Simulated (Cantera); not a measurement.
What does this Cantera script print?

```python
import numpy as np
import cantera as ct

gas_names = """
    N NO NO2 NO3 N2 N2O O O2 O3 Pb PbO Pb2
""".split()
cond_names = """
    Pb(cr) Pb(L) PbO(rd) PbO(yw) PbO(L) PbO2(s) Pb3O4(s)
""".split()


# ... load() reads the species with a 1 bar reference pressure and builds the phases ...
atoms = {
    'PbO': {'Pb': 1, 'O': 1},
    'O2': {'O': 2},
    'N2': {'N': 2},
}
top_T = {'Pb3O4(s)': 820}  # K; cautious upper limits of use, not melting points


# ... equilibrate(T, P, feed) seeds the gas with the atoms and calls Mixture.equilibrate('TP', solver="vcs", rtol=1e-11, max_steps=5000) ...
results = []
feed = {'PbO': 1, 'O2': 0.29, 'N2': 58}  # mol
T = 1000  # K
P = 101325  # Pa
mix = equilibrate(T, P, feed)
results.append((T, P, feed, dict(zip(mix.species_names, mix.species_moles))))
print(gas.report(threshold=0.0001))
for i in range(1, mix.n_phases):
    print(f"{mix.phase(i).name:16s} {mix.phase_moles(i):12.5e} mol")
```

It prints:

```
       temperature   1000 K
          pressure   1.0132e+05 Pa
           density   0.34164 kg/m^3
  mean mol. weight   28.034 kg/kmol
   phase of matter   gas

                          1 kg             1 kmol
                     ---------------   ---------------
          enthalpy         7.659e+05        2.1471e+07  J
   internal energy        4.6932e+05        1.3157e+07  J
           entropy            8147.4         2.284e+05  J/K
    Gibbs function       -7.3815e+06       -2.0693e+08  J
 heat capacity c_p            1166.2             32694  J/K
 heat capacity c_v            869.64             24379  J/K

                      mass frac. Y      mole frac. X     chem. pot. / RT
                     ---------------   ---------------   ---------------
                N2           0.99432           0.99502           -24.853
                O2         0.0056755         0.0049724           -31.856
     [  +10 minor]        8.2595e-06        5.7556e-06

Pb(L)             0.00000e+00 mol
PbO(yw)           9.99982e-01 mol
PbO2(s)           0.00000e+00 mol
```

Equilibrium computed with Cantera from the NASA thermochemical tables; the gas is ideal and each condensed phase is pure.
